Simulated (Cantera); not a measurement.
# Low-pressure radical oxidation in H2/O2

An isothermal, constant-pressure homogeneous reactor starts with H2 : O2 = 0.022 : 1 (molar parts), equivalence ratio 0.011, at 1025 K and 0.0267 bar.

Computed with Cantera and GRI-Mech 3.0 (53 species, 325 reactions). Radical loss at walls, strong at low pressure, is not modelled.

```json
[
 {"t (s)": "0.000100", "x H2": "0.0215", "x O2": "0.978", "x H": "4.69e-11", "x H2O": "1.36e-11", "x H2O2": "<1e-12"},
 {"t (s)": "0.000255", "x H2": "0.0215", "x O2": "0.978", "x H": "1.13e-10", "x H2O": "1.47e-10", "x H2O2": "<1e-12"},
 {"t (s)": "0.000652", "x H2": "0.0215", "x O2": "0.978", "x H": "5.99e-10", "x H2O": "1.96e-9", "x H2O2": "<1e-12"},
 {"t (s)": "0.00166", "x H2": "0.0215", "x O2": "0.978", "x H": "2.85e-8", "x H2O": "1.25e-7", "x H2O2": "1.08e-12"},
 {"t (s)": "0.00425", "x H2": "0.0192", "x O2": "0.977", "x H": "0.000442", "x H2O": "0.00176", "x H2O2": "5.60e-8"},
 {"t (s)": "0.0108", "x H2": "0.000231", "x O2": "0.971", "x H": "0.00103", "x H2O": "0.0206", "x H2O2": "1.11e-7"},
 {"t (s)": "0.0277", "x H2": "4.93e-5", "x O2": "0.976", "x H": "0.000148", "x H2O": "0.0214", "x H2O2": "8.05e-8"},
 {"t (s)": "0.0706", "x H2": "9.90e-6", "x O2": "0.978", "x H": "1.42e-5", "x H2O": "0.0217", "x H2O2": "6.49e-8"},
 {"t (s)": "0.180", "x H2": "1.66e-6", "x O2": "0.978", "x H": "1.09e-6", "x H2O": "0.0217", "x H2O2": "4.26e-8"},
 {"t (s)": "0.460", "x H2": "2.78e-7", "x O2": "0.978", "x H": "8.83e-8", "x H2O": "0.0217", "x H2O2": "2.15e-8"},
 {"t (s)": "1.18", "x H2": "5.30e-8", "x O2": "0.978", "x H": "8.85e-9", "x H2O": "0.0218", "x H2O2": "8.85e-9"},
 {"t (s)": "3.00", "x H2": "1.23e-8", "x O2": "0.978", "x H": "1.15e-9", "x H2O": "0.0218", "x H2O2": "3.32e-9"}
]
```
x: mole fraction; the columns are a selection and need not sum to one.

Equilibrium at this temperature and pressure: H2 2.45e-11, O2 0.978, H <1e-12, H2O 0.0218, H2O2 1.35e-11 (gas phase only).
